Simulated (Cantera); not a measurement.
A perfectly stirred reactor is fed with H2 : O2 : N2 = 0.46 : 1 : 0.97 (molar parts), equivalence ratio 0.23, at 31000 Pa; it is held at 1250 K, and followed from long to short residence time.

Detailed kinetics in Cantera: GRI-Mech 3.0 (53 species, 325 reactions). The temperature is held fixed by assumption; the heat of reaction is taken as removed at once.

### Question
What does this change do: N2 0.97 to 4.2 parts?

### Answer
| quantity | before | after |
|---|---|---|
| x(H2) at τ = 9.00 s | 2.43e-5 | 1.59e-5 |
| x(O2) at τ = 9.00 s | 0.350 | 0.142 |
| x(NO2) at τ = 9.00 s | 8.60e-9 | 8.55e-9 |
| x(H2O2) at τ = 9.00 s | 1.70e-7 | 8.10e-8 |
| x(NO) at τ = 9.00 s | 5.09e-7 | 8.46e-7 |
| x(H2) at τ = 46.0 ms | 0.000772 | 0.000488 |
| x(O2) at τ = 46.0 ms | 0.350 | 0.142 |
| x(NO2) at τ = 46.0 ms | 1.20e-9 | 7.69e-10 |
| x(H2O2) at τ = 46.0 ms | 1.63e-6 | 7.28e-7 |
| x(NO) at τ = 46.0 ms | 1.43e-7 | 2.97e-7 |

### Question
What does this change do: temperature 1250 to 1050 K?

### Answer
```tsv
quantity	before	after
x(H2) at τ = 9.00 s	2.43e-5	0.000174
x(O2) at τ = 9.00 s	0.350	0.350
x(NO2) at τ = 9.00 s	8.60e-9	6.24e-9
x(H2O2) at τ = 9.00 s	1.70e-7	6.03e-7
x(NO) at τ = 9.00 s	5.09e-7	1.95e-8
x(H2) at τ = 46.0 ms	0.000772	0.00429
x(O2) at τ = 46.0 ms	0.350	0.351
x(NO2) at τ = 46.0 ms	1.20e-9	4.98e-10
x(H2O2) at τ = 46.0 ms	1.63e-6	8.84e-6
x(NO) at τ = 46.0 ms	1.43e-7	1.27e-8
```
